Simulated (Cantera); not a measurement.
Cantera run:

```python
import numpy as np
import cantera as ct

gas_names = """
    H HO2 H2 H2O H2O2 O OH O2 O3 P PH PH3 PO PO2 P2 P4 P4O10
""".split()
cond_names = """
    H2O(s) H2O(L) P(cr) P(L) P4O10(s)
""".split()


# ... load() reads the species with a 1 bar reference pressure and builds the phases ...
atoms = {
    'PH3': {'P': 1, 'H': 3},
    'H2': {'H': 2},
    'O2': {'O': 2},
}
top_T = {'P4O10(s)': 690}  # K; cautious upper limits of use, not melting points


# ... equilibrate(T, P, feed) seeds the gas with the atoms and calls Mixture.equilibrate('TP', solver="vcs", rtol=1e-11, max_steps=5000) ...
results = []
feed = {'PH3': 1, 'H2': 0.054, 'O2': 0.48}  # mol
T = 1748.15  # K
P = 1333.22  # Pa
mix = equilibrate(T, P, feed)
results.append((T, P, feed, dict(zip(mix.species_names, mix.species_moles))))
x = sorted(zip(gas.X, gas.species_names), reverse=True)
print(f"T = {T:g} K  P = {P:g} Pa  gas = {mix.phase_moles(0):.4g} mol")
print("   x: " + "  ".join(f"{s} {v:.3e}" for v, s in x if v > 1e-06))
print("   condensed (mol): " + ("  ".join(f"{mix.phase(i).name} {mix.phase_moles(i):.4g}"
      for i in range(1, mix.n_phases) if mix.phase_moles(i) > 1e-12) or "none"))
```

It prints:

```
T = 1748.15 K  P = 1333.22 Pa  gas = 2.278 mol
   x: H2 5.252e-01  H2O 1.562e-01  PO 1.251e-01  P2 1.218e-01  PO2 7.004e-02  H 1.436e-03  P 1.450e-04  PH 3.676e-05  OH 2.493e-05  P4 1.914e-05
   condensed (mol): none
```

Method: chemical equilibrium by Gibbs-energy minimisation in Cantera with the NASA 1993 tables (ideal gas, pure condensed phases). Gases not in the tables: HPO2, HPO3 and P4O6.
